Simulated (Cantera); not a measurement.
Feed: 1 mol SiC, 0.017 mol H2O, 11 mol N2, at 1598.15 K and 110 Pa.

Cantera equilibrium calculation (NASA polynomials, part measured and part estimated; ideal gas, pure solids and liquids). Candidate condensed phases: C, C6H6, C7H8, C8H18, H2O, Si, SiC, SiO2, Si2N2O, Si3N4; 151 gas species. Kinetics and transport are ignored.

Base state: N2 0.997, H2 0.00151, CO 0.000777, SiO 0.000764, H 6.24e-5, Si 1.65e-5 (mole fractions); condensed: SiC(s).

Task: What changes in the equilibrium state with this change: temperature from 1598.15 K to 1898 K?

Result: 
```
species        before     after
-----------  --------  --------
N2              0.997     0.995
CO           0.000777   0.00142
Si            1.65e-5   0.00137
H             6.24e-5  0.000780
Si2C          5.16e-8   2.37e-5
SiN           4.73e-7   1.52e-5
HCN           4.25e-6   9.60e-5
SiO          0.000764  0.000114
H2            0.00151   0.00110
SiC(s), mol     0.991     0.983
```
The tables' values for SiN are old estimates; treat these amounts as uncertain.
